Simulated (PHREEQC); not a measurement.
Solution (20 °C): 2.6 mmol/kgw HCl, 0.24 mmol/kgw MgSO4 and 2.4 mmol/kgw KBr. Closed to the air; pH follows from the charge balance.

Equilibrium calculation in PHREEQC: ion-association model, phreeqc.dat.

Each row changes one thing in this solution. This is a speciation only: nothing precipitates in the calculation.

| case | pH | SO4-2 (mol/kgw) | HSO4- (mol/kgw) | MgSO4 (mol/kgw) | KSO4- (mol/kgw) |
|---|---|---|---|---|---|
| as made | 2.62 | 0.000200 | 3.29e-5 | 5.14e-6 | 2.23e-6 |
| HCl from 0.0026 to 0.0052 mol/kgw | 2.33 | 0.000178 | 5.58e-5 | 4.13e-6 | 1.88e-6 |
| diluted 100-fold with water | 4.59 | 2.39e-6 | 5.25e-9 | 1.10e-9 | 3.56e-10 |
| diluted 2-fold with water | 2.91 | 0.000108 | 9.69e-6 | 1.66e-6 | 6.59e-7 |
| HCl left out | 7.07 | 0.000230 | 1.42e-9 | 6.78e-6 | 2.77e-6 |
| KBr from 0.0024 to 0.00024 mol/kgw | 2.62 | 0.000199 | 3.47e-5 | 5.75e-6 | 2.37e-7 |
